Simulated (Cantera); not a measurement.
Cantera with NASA thermochemical tables; ideal gases at 1 bar, condensed phases pure. Values are per mole of reaction as written; species without (g) are pure solids or liquids, kept so even where they would boil at 1 bar.

Problem. Between 300 and 575 K, where is each reaction favourable under standard conditions?
- Na2S = 2 Na(g) + S

Solution. 
- Na2S = 2 Na(g) + S: ΔG° is 508 kJ at 300 K and 441 kJ at 575 K; it stays positive (K < 1). ΔH° is 580 kJ and ΔS° 242 J/K at 575 K.
